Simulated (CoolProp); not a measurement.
Model: reference Helmholtz-energy equation of state, Wagner 2002, in CoolProp.

Problem. For water, give the phase and the cv (kJ/(kg K)), isothermal compressibility (1/MPa), fugacity coefficient at 327.7 K and 6620 kPa; 327.7 K and 19900 kPa.

Solution. 
- 327.7 K and 6620 kPa: liquid; cv 3.99, isothermal compressibility 0.000435, fugacity coefficient 0.00242
- 327.7 K and 19900 kPa: liquid; cv 3.96, isothermal compressibility 0.000420, fugacity coefficient 0.000881
